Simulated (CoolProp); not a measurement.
The numbers come from the reference Helmholtz-energy equation of state, Lemmon 2000 in CoolProp. It is a pseudo-pure fit of the blend.

**Question.** For dry air, give the phase and the density (kg/m³), Joule-Thomson coefficient (K/MPa) at 97.1 K and 4060 kPa.

**Answer.** 
- 97.1 K and 4060 kPa: liquid; density 800, Joule-Thomson coefficient -0.238
